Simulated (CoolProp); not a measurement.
Values from CoolProp's reference Helmholtz-energy equation of state, Lemmon 2006. It is a short technical equation, of lower accuracy than the large ones.

Q: Give the vapour pressure (MPa), liquid density (kg/m³), vapour density (kg/m³), vapour viscosity (µPa s) of saturated C2F6 (R116) at 249.7, 254.7 K.

A: 
```csv
T (K),p (MPa),liquid density (kg/m³),vapour density (kg/m³),vapour viscosity (µPa s)
249.7,0.941,1320,80.0,11.8
254.7,1.10,1290,94.6,12.1
```

Viscosity comes from a separate model (Huber 2003), an estimate that may be off by 10 % or more.
